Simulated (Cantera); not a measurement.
A closed system holds: 1 mol Cu2O, 1.1 mol C, 15 mol H2, 15 mol CO, held at 7.50 Torr.

These are equilibrium values from Cantera (NASA tables, ideal gas, pure condensed phases), not measurements of a reactor. Candidate condensed phases: C, C6H6, C7H8, C8H18, Cu, CuO, Cu(OH)2, Cu2O, H2O; 113 gas species. Kinetics and transport are ignored.

### Question
At 1750 K, list the 6 most abundant gas species with their mole fractions, and the condensed phases.

### Answer
CO 0.500, H2 0.468, Cu 0.0299, H 0.00159, C2H2 (acetylene) 5.38e-5, Cu2 4.58e-5. Condensed: C(graphite) + Cu(l).
